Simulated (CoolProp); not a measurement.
Ethanol at several states: fugacity coefficient from the reference equation and from simpler models built on Tc = 514.7 K, pc = 6.268 MPa, ω = 0.644; each cubic takes its own stable root.

Computed with CoolProp (reference Helmholtz-energy equation of state, Schroeder 2014).

| T (K) | p (MPa) | phase | reference |
|---|---|---|---|
| 236.2 | 1.6 | liquid | 4.911e-5 |
| 618 | 0.781 | gas | 0.9847 |
| 395.4 | 34.4 | liquid | 0.02384 |
| 203.6 | 1.95 | liquid | 9.837e-7 |

Problem. How far does each simpler model (van der Waals, Redlich-Kwong, Soave-Redlich-Kwong) lie from the reference over these 4 states: mean and median of the absolute difference, and the worst?

Solution. 
- van der Waals: mean 457388.5 %, median 63957.4 %, worst +1701638.3 % at 203.6 K and 1.95 MPa
- Redlich-Kwong: mean 5266.3 %, median 2703.7 %, worst +15656.8 % at 203.6 K and 1.95 MPa
- Soave-Redlich-Kwong: mean 29.1 %, median 27.4 %, worst -61.3 % at 203.6 K and 1.95 MPa
